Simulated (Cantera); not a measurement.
An adiabatic, constant-volume homogeneous reactor starts with CO : H2 : O2 : N2 = 1 : 0.16 : 0.586 : 5.33 (molar parts), at 1725 K and 7500 Torr.

Detailed kinetics in Cantera: GRI-Mech 3.0 (53 species, 325 reactions). The hydrogen kinetics of GRI-Mech 3.0 are dated; newer H2 mechanisms differ, most at raised pressure.

One state of this run: T (K) = 2819; P (bar) = 15.3; x CO = 0.0385; x H2 = 0.00101; x O2 = 0.0150; x HO2 = 3.71e-6; x NO2 = 5.37e-6; x H = 0.000715. x: mole fraction; the columns are a selection and need not sum to one.

Question: Which value of t (s) does it belong to?
A) 0.000367
B) 1.24e-5
C) 4.00e-6
D) 3.83e-5

Answer: A, 0.000367
